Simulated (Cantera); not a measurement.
A perfectly stirred reactor is fed with CH4 : O2 : N2 : CO2 = 1 : 4.55 : 17.1 : 4.7 (molar parts), equivalence ratio 0.44, at 8.50 bar; it is adiabatic with a 748 K inlet, and is followed from long to short residence time, starting on the burning branch (τ in s: 0.087, 0.037, 0.016, 0.0067, 0.0029, 0.0012, 0.00052, 0.00022, 9.5e-05, 4e-05, 1.7e-05, 7.3e-06, 3.1e-06).

Computed with Cantera and GRI-Mech 3.0 (53 species, 325 reactions).

Question: What does this change do: 1.4 parts H2O added?

Answer: 
| quantity | before | after |
|---|---|---|
| blow-out, bracketed by the residence times tried | burning at 2.90 ms, out at 1.20 ms | burning at 6.70 ms, out at 2.90 ms |
| x(CH4) at τ = 87.0 ms | 2.98e-5 | 5.19e-5 |
| x(O2) at τ = 87.0 ms | 0.0934 | 0.0890 |
| x(CO2) at τ = 87.0 ms | 0.208 | 0.198 |
| x(CH3) at τ = 87.0 ms | 2.71e-6 | 3.52e-6 |
| x(H2O2) at τ = 87.0 ms | 7.18e-8 | 1.05e-7 |
| x(CH4) at τ = 0.520 ms | 0.0366 | 0.0348 |
| x(O2) at τ = 0.520 ms | 0.166 | 0.158 |
| x(CO2) at τ = 0.520 ms | 0.172 | 0.163 |
| x(CH3) at τ = 0.520 ms | 1.17e-12 | 1.06e-12 |
| x(H2O2) at τ = 0.520 ms | <1e-12 | <1e-12 |

Question: What does this change do: N2 17.1 to 23 parts?

Answer: 
| quantity | before | after |
|---|---|---|
| blow-out, bracketed by the residence times tried | burning at 2.90 ms, out at 1.20 ms | burning at 16.0 ms, out at 6.70 ms |
| x(CH4) at τ = 87.0 ms | 2.98e-5 | 0.000114 |
| x(O2) at τ = 87.0 ms | 0.0934 | 0.0774 |
| x(CO2) at τ = 87.0 ms | 0.208 | 0.170 |
| x(CH3) at τ = 87.0 ms | 2.71e-6 | 4.26e-6 |
| x(H2O2) at τ = 87.0 ms | 7.18e-8 | 1.70e-7 |
| x(CH4) at τ = 0.520 ms | 0.0366 | 0.0301 |
| x(O2) at τ = 0.520 ms | 0.166 | 0.137 |
| x(CO2) at τ = 0.520 ms | 0.172 | 0.141 |
| x(CH3) at τ = 0.520 ms | 1.17e-12 | <1e-12 |
| x(H2O2) at τ = 0.520 ms | <1e-12 | <1e-12 |
